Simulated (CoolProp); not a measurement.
Vapour-liquid equilibrium of carbon dioxide (1) + R123 (2) at 234.9 K; x and y are mole fractions of (1).

Model: multi-fluid Helmholtz-energy mixture model, Span 1996 and Younglove 1994; pair parameters Bell 2016, in CoolProp.

```csv
x,bubble pressure (bar),y at the bubble point,dew pressure at overall composition x (bar),liquid density (mol/L)
0.05,0.4428,0.912,0.04225,10.94
0.2,1.588,___,0.05016,12.18
0.35,2.827,___,0.06170,13.68
0.5,4.306,0.994,0.08011,15.49
0.65,6.072,0.997,___,17.72
0.8,8.055,0.999,0.1986,20.48
0.95,10.07,1.000,0.7591,23.91
```

### Question
What belongs in the gaps?

### Answer

- 0.2, y at the bubble point: 0.978
- 0.35, y at the bubble point: 0.989
- 0.65, dew pressure at overall composition x (bar): 0.1142

No azeotrope shows between x = 0.05 and 0.95.

Pair parameters are fitted to limited data, so mixtures are less certain than the pure fluids.
